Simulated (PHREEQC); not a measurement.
Consider water at 45 °C with 0.12 mol/kgw KHCO3, 0.00018 mol/kgw RbOH, 0.0008 mol/kgw MnSO4 and 0.0042 mol/kgw LiBr. Closed to the air; pH follows from the charge balance.

Model: ion-association model, wateq4f.dat, run in PHREEQC.

Each row changes one thing in this solution. No solid was allowed to form.

```
case                                             pH  ionic strength (mol/kgw)  HCO3- (mol/kgw)  CO2 (mol/kgw)  CO3-2 (mol/kgw)  SO4-2 (mol/kgw)
---------------------------------------------  ----  ------------------------  ---------------  -------------  ---------------  ---------------
as made                                        7.95                     0.127            0.116        0.00189          0.00146         0.000579
diluted 2-fold with water                      8.00                    0.0633           0.0580       0.000910         0.000692         0.000322
RbOH replaced by Rb2SO4 at the same molality   7.93                     0.127            0.116        0.00198          0.00139         0.000710
KHCO3 from 0.12 to 0.24 mol/kgw                7.93                     0.248            0.232        0.00369          0.00328         0.000507
temperature from 45 to 10 °C                   8.19                     0.126            0.116        0.00165          0.00125         0.000653
MnSO4 replaced by Na2SO4 at the same molality  8.02                     0.128            0.117        0.00161          0.00174         0.000579
RbOH left out                                  7.93                     0.126            0.116        0.00198          0.00139         0.000579
```

Species that the database lacks are ignored. Some of these states are supersaturated (in Rhodochrosite, for instance). At this temperature some constants are extrapolated from 25 °C, and those without enthalpy data are left unchanged.
